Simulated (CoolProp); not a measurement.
Vapour-liquid equilibrium of carbon dioxide (1) + n-perfluorobutane (2) at 256.3 K; x and y are mole fractions of (1).

Values from CoolProp's multi-fluid Helmholtz-energy mixture model, Span 1996 and Gao 2022; pair parameters Bell 2016.

| x | bubble pressure, mixture model (MPa) | bubble pressure, Raoult's law (MPa) | y, mixture model | y, Raoult's law |
|---|---|---|---|---|
| 0.05 | 0.1857 | 0.1592 | 0.712 | 0.681 |
| 0.2 | 0.6423 | 0.4764 | 0.918 | 0.910 |
| 0.35 | 1.034 | 0.7935 | 0.950 | 0.956 |
| 0.5 | 1.298 | 1.111 | 0.962 | 0.976 |
| 0.65 | 1.499 | 1.428 | 0.970 | 0.987 |
| 0.8 | 1.725 | 1.745 | 0.980 | 0.994 |
| 0.95 | 2.041 | 2.062 | 0.994 | 0.999 |

The largest gap from Raoult's law is +34.8 % in bubble pressure, at x = 0.2. No azeotrope shows between x = 0.05 and 0.95.

The pair parameters rest on a limited set of measurements; away from them the model extrapolates. The gap from Raoult's law changes sign with composition, which may be real or a fault of the pair parameters; it wasn't checked against measurements.
